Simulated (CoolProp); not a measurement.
The numbers come from the reference Helmholtz-energy equation of state, Tillner-Roth 1997 in CoolProp.

Question: For CH2F2 (R32), give the phase and the cp (kJ/(kg K)), conductivity (mW/(m K)) at 395.5 K and 3.11 bar; 395.5 K and 5.9 bar.

Answer: 
- 395.5 K and 3.11 bar: gas; cp 0.999, conductivity 22.6
- 395.5 K and 5.9 bar: gas; cp 1.02, conductivity 23.0

Thermal conductivity comes from a separate model (Huber 2003), an estimate that may be off by 10 % or more.
